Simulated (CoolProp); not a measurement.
Vapour-liquid equilibrium of R13 (1) + n-butane (2) at -33.65 °C; x and y are mole fractions of (1).

The numbers come from the multi-fluid Helmholtz-energy mixture model, Platzer 1990 and Bücker 2006; pair parameters Bell 2016 in CoolProp. This equation is an older, rougher fit; its heat capacities, sound speeds and derivatives of the liquid may be far off and weren't checked against measurements.

| x | bubble pressure (kPa) | y at the bubble point | dew pressure at overall composition x (kPa) | liquid density (mol/L) |
|---|---|---|---|---|
| 0.05 | 96.16 | 0.759 | 24.71 | 11.03 |
| 0.2 | 261.7 | 0.917 | 29.34 | 11.31 |
| 0.35 | 373.5 | 0.946 | 36.08 | 11.59 |
| 0.5 | 457.1 | 0.960 | 46.81 | 11.86 |
| 0.65 | 531.3 | 0.971 | 66.60 | 12.12 |
| 0.8 | 610.7 | 0.981 | 115.2 | 12.35 |
| 0.95 | 708.3 | 0.995 | 395.0 | 12.55 |

No azeotrope shows between x = 0.05 and 0.95.

The pair parameters rest on a limited set of measurements; away from them the model extrapolates. With so large a gap from Raoult's law the liquid may split in two, which this calculation doesn't test in full.
